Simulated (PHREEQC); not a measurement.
Make-up at 16 °C: 0.0058 mol/kgw H2SO4 and 0.019 mol/kgw MnSO4. Closed to the air; pH follows from the charge balance.

Equilibrium calculation in PHREEQC: Pitzer model, pitzer.dat.

```
quantity                   before   after
------------------------  -------  ------
pH                           2.21    1.25
ionic strength (mol/kgw)   0.0857   0.165
SO4-2 (mol/kgw)            0.0210  0.0343
HSO4- (mol/kgw)           0.00383  0.0427
```

Q: What was changed between the two runs?
A) H2SO4 from 0.0058 to 0.0029 mol/kgw
B) H2SO4 from 0.0058 to 0.058 mol/kgw
C) temperature from 16 to 30 °C
D) diluted 10-fold with water
E) 0.012 mol/kgw HCl added

A: B, H2SO4 from 0.0058 to 0.058 mol/kgw

Precipitation was switched off in this run.
